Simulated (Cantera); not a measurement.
A closed system holds: 1 mol Ta2O5, 2.2 mol CO, equilibrated at 0.133 bar.

Cantera equilibrium calculation (NASA polynomials, part measured and part estimated; ideal gas, pure solids and liquids). Candidate condensed phases: C, Ta, TaC, Ta2O5; 15 gas species. Mutual solubility and eutectic melting of coexisting phases are not modelled. TaC: taken at fixed stoichiometry. Condensed phases not in the tables: Ta2C. The numbers say what is thermodynamically allowed, not how fast it happens. All values below are at 1500 K.

Base state: CO 0.999, CO2 0.00117 (mole fractions); condensed: TaC(s) + Ta2O5(s).

Question: What changes in the equilibrium state with this change: pressure from 0.133 bar to 1 atm?

Answer: 
```csv
species,before,after
CO,0.999,0.998
CO2,0.00117,0.00208
"TaC(s), mol",0.000733,0.00131
"Ta2O5(s), mol",1.000,0.999
```

Question: What changes in the equilibrium state with this change: Ta2O5 replaced by TiO2?

Answer: 
```csv
species,before,after
CO,0.999,0.994
CO2,0.00117,0.00616
"TaC(s), mol",0.000733,0
"Ta2O5(s), mol",1.000,0
"TiO2(rutile), mol",0,0.946
"Ti4O7(s), mol",0,0.0135
```
Condensed phases not in the tables: Magnéli phases beyond Ti4O7. Further candidate phases: Ti, TiC, TiO, TiO2, Ti2O3, Ti3O5, Ti4O7.

Question: What changes in the equilibrium state with this change: pressure from 0.133 bar to 1.50 mbar?

Answer: 
| species | before | after |
|---|---|---|
| CO | 0.999 | 1.000 |
| CO2 | 0.00117 | 0.000324 |
| TaC(s), mol | 0.000733 | 0.000204 |
| Ta2O5(s), mol | 1.000 | 1.000 |
